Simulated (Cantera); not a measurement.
Reactions in the system Cr-N-O

Standard-state values (1 bar) from the NASA 1993 polynomials, evaluated with Cantera. Values are per mole of reaction as written; species without (g) are pure solids or liquids, kept so even where they would boil at 1 bar.

3 Cr2N + 2 Cr2O3 → 10 Cr + 3 NO2(g)

```json
[
 {"T (K)": "1050", "ΔH° (kJ)": "2702.6", "ΔS° (J/K)": "519.1", "ΔG° (kJ)": "2157.5", "log10 K": "-107.33"},
 {"T (K)": "1150", "ΔH° (kJ)": "2698.6", "ΔS° (J/K)": "515.5", "ΔG° (kJ)": "2105.8", "log10 K": "-95.65"},
 {"T (K)": "1250", "ΔH° (kJ)": "2695.5", "ΔS° (J/K)": "512.9", "ΔG° (kJ)": "2054.4", "log10 K": "-85.85"},
 {"T (K)": "1350", "ΔH° (kJ)": "2693.4", "ΔS° (J/K)": "511.3", "ΔG° (kJ)": "2003.2", "log10 K": "-77.51"},
 {"T (K)": "1450", "ΔH° (kJ)": "2692.5", "ΔS° (J/K)": "510.6", "ΔG° (kJ)": "1952.1", "log10 K": "-70.32"},
 {"T (K)": "1550", "ΔH° (kJ)": "2692.8", "ΔS° (J/K)": "510.8", "ΔG° (kJ)": "1901.0", "log10 K": "-64.06"},
 {"T (K)": "1650", "ΔH° (kJ)": "2694.3", "ΔS° (J/K)": "511.7", "ΔG° (kJ)": "1849.9", "log10 K": "-58.56"},
 {"T (K)": "1750", "ΔH° (kJ)": "2697.1", "ΔS° (J/K)": "513.4", "ΔG° (kJ)": "1798.7", "log10 K": "-53.69"},
 {"T (K)": "1850", "ΔH° (kJ)": "2701.2", "ΔS° (J/K)": "515.7", "ΔG° (kJ)": "1747.2", "log10 K": "-49.33"}
]
```
